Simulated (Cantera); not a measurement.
**Silicon etching in halogen gases: Si + HF + N2**

Feed: 1 mol Si, a varied amount of HF, 2.4 mol N2, at 23.0 Pa.

Equilibrium computed with Cantera from the NASA thermochemical tables; the gas is ideal and each condensed phase is pure. Candidate condensed phases: Si, Si3N4; 37 gas species. N2 is the only nitrogen source here; it is nearly inert below about 1500 K, so the nitride shown seldom forms there in practice. The tables' values for SiF2, SiF3 are old estimates. Equilibrium is a limit: real reactors are often held back by kinetics, nucleation or transport.

Stable condensed phases:

```
T in °C \ n(HF) in mol
         2.3   3 3.7 4.4 5.1 5.8 6.5 7.2 7.9 8.6 9.3  10
   1252    A   B   B   B   B   B   B   B   B   B   B   B
   1177    A   A   B   B   B   B   B   B   B   B   B   B
   1102    A   A   A   B   B   B   B   B   B   B   B   B
   1027    A   A   A   B   B   B   B   B   B   B   B   B
    952    A   A   A   B   B   B   B   B   B   B   B   B
    877    A   A   A   B   B   B   B   B   B   B   B   B
    802    A   A   A   B   B   B   B   B   B   B   B   B
    727    A   A   A   B   B   B   B   B   B   B   B   B
    652    A   A   A   B   B   B   B   B   B   B   B   B
    577    A   A   A   B   B   B   B   B   B   B   B   B
    502    A   A   A   B   B   B   B   B   B   B   B   B
    427    A   A   A   B   B   B   B   B   B   B   B   B
```

A: Si3N4; B: gas only.
